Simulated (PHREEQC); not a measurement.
A solution holds 1.2 mol LiCl per kg of water, at 25 °C. Closed to the air; pH follows from the charge balance.

Computed with PHREEQC (ion-association model, wateq4f.dat).

No solid was allowed to form.

Predict the activity of water.

activity of water 0.959.

Caution: at this ionic strength the ion-association model is outside its range; a Pitzer model would be the better tool where its parameters exist. Species that the database lacks are ignored.
